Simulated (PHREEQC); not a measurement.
A column of 1 m (30 cells, dispersivity 0.05 m, 300 s a shift, diffusion coefficient 3e-10 m²/s) holds 0.21 eq of the database's cation exchanger X per kg of pore water, first in equilibrium with 0.019 mol KBr, 0.0028 mol LiCl, 0.029 mol MnCl2 and 1e-05 mol HCl per kg of water. It is flushed with 9.2 mmol/kgw ZnSO4, 66 mmol/kgw Na2SO4 and 0.01 mmol/kgw HCl, at 25 °C. Values are for the last cell. The system is closed to CO2. No solid was allowed to form.

Model: ion-association model, phreeqc.dat, run in PHREEQC.

```tsv
pore volumes	Na in solution (mol/kgw)	S in solution (mol/kgw)	Zn in solution (mol/kgw)	Br in solution (mol/kgw)	Li in solution (mol/kgw)
0	0	0	0	0.0190	0.00280
0.35	3.80e-8	2.24e-5	0	0.0190	0.00280
0.5167	3.26e-5	0.00167	0	0.0186	0.00281
0.85	0.00468	0.0269	(withheld)	0.0122	(withheld)
1.017	0.0137	0.0438	2.19e-7	0.00793	0.00238
1.35	0.0416	0.0653	1.09e-5	0.00250	0.00151
1.517	0.0558	0.0701	2.95e-5	0.00128	0.00112
1.85	0.0788	0.0740	9.83e-5	0.000300	0.000572
2.183	(withheld)	0.0749	0.000200	6.41e-5	0.000277
2.35	0.101	0.0751	(withheld)	2.90e-5	0.000191
2.683	0.110	0.0752	0.000401	5.77e-6	8.99e-5
2.85	0.113	0.0752	0.000483	2.55e-6	6.14e-5
3.183	0.118	0.0752	0.000673	4.89e-7	2.85e-5
3.517	0.122	0.0752	0.000905	9.25e-8	1.31e-5
3.683	0.124	0.0752	0.00104	4.01e-8	(withheld)
4.017	0.127	0.0752	0.00135	7.50e-9	4.03e-6
4.183	(withheld)	0.0752	0.00154	3.24e-9	2.71e-6
4.517	0.130	0.0752	0.00195	6.02e-10	1.22e-6
4.683	0.130	0.0752	0.00219	2.59e-10	8.12e-7
5.017	0.131	0.0752	0.00271	4.80e-11	3.60e-7
```

### Question
Complete the blanks.

### Answer

- 0.85, Zn in solution (mol/kgw): 4.39e-9
- 0.85, Li in solution (mol/kgw): 0.00269
- 2.183, Na in solution (mol/kgw): 0.0947
- 2.35, Zn in solution (mol/kgw): 0.000260
- 3.683, Li in solution (mol/kgw): 8.86e-6
- 4.183, Na in solution (mol/kgw): 0.128

Complexes and solids missing from the database can't appear.
